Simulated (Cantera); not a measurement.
Thermodynamics of hydrogen reduction and annealing atmospheres, feed CuO + H2 + N2

Feed: 1 mol CuO, 110 mol H2, 13 mol N2, held at 0.260 bar.

Cantera equilibrium calculation (NASA polynomials, part measured and part estimated; ideal gas, pure solids and liquids). Candidate condensed phases: Cu, CuO, Cu(OH)2, Cu2O, H2O; 27 gas species. Rates play no part.

At 1275 K the condensed part is Cu(s). From 1375 K to 1875 K the condensed part is Cu(l). At 1975 K nothing is condensed. The main Cu-bearing gas is Cu throughout.

```json
[
 {"T (K)": "1275", "x H2": "0.886", "x N2": "0.106", "x H2O": "0.00813", "x Cu": "3.33e-7", "x H": "1.36e-6", "n Cu(s)": "1.000", "n Cu(l)": "0"},
 {"T (K)": "1375", "x H2": "0.886", "x N2": "0.106", "x H2O": "0.00813", "x Cu": "3.16e-6", "x H": "6.33e-6", "n Cu(s)": "0", "n Cu(l)": "1.000"},
 {"T (K)": "1475", "x H2": "0.886", "x N2": "0.106", "x H2O": "0.00813", "x Cu": "2.06e-5", "x H": "2.39e-5", "n Cu(s)": "0", "n Cu(l)": "0.997"},
 {"T (K)": "1575", "x H2": "0.886", "x N2": "0.106", "x H2O": "0.00813", "x Cu": "0.000105", "x H": "7.67e-5", "n Cu(s)": "0", "n Cu(l)": "0.987"},
 {"T (K)": "1675", "x H2": "0.886", "x N2": "0.106", "x H2O": "0.00813", "x Cu": "0.000439", "x H": "0.000214", "n Cu(s)": "0", "n Cu(l)": "0.946"},
 {"T (K)": "1775", "x H2": "0.884", "x N2": "0.105", "x H2O": "0.00811", "x Cu": "0.00155", "x H": "0.000534", "n Cu(s)": "0", "n Cu(l)": "0.808"},
 {"T (K)": "1875", "x H2": "0.881", "x N2": "0.105", "x H2O": "0.00809", "x Cu": "0.00478", "x H": "0.00121", "n Cu(s)": "0", "n Cu(l)": "0.406"},
 {"T (K)": "1975", "x H2": "0.877", "x N2": "0.105", "x H2O": "0.00805", "x Cu": "0.00802", "x H": "0.00251", "n Cu(s)": "0", "n Cu(l)": "0"}
]
```
x: gas mole fraction; n: condensed amount in mol.
